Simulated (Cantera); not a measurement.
Equilibrium for carbothermic reduction: Ta2O5 + CH4 + CO

Feed: 1 mol Ta2O5, 0.36 mol CH4, 0.32 mol CO, held at 1073 K and 3.50 mbar.

Method: chemical equilibrium by Gibbs-energy minimisation in Cantera with the NASA 1993 tables (ideal gas, pure condensed phases). Candidate condensed phases: C, C6H6, C7H8, C8H18, H2O, Ta, TaC, Ta2O5; 113 gas species. Mutual solubility and eutectic melting of coexisting phases are not modelled. TaC: taken at fixed stoichiometry. Condensed phases not in the tables: Ta2C. Equilibrium is a limit: real reactors are often held back by kinetics, nucleation or transport.

```
Item                                        Value
--------------------------------------  ---------
x(H2)                                       0.555
x(CO)                                       0.445
x(H2O)                                   0.000178
x(CO2)                                   0.000155
x(CH4)                                    3.12e-5
n(TaC(s))                               0.103 mol
n(Ta2O5(s))                             0.949 mol
gas amount                              1.297 mol
log10 activity of C(graphite) (absent)      -0.20
log10 activity of Ta(s) (absent)            -6.65
```
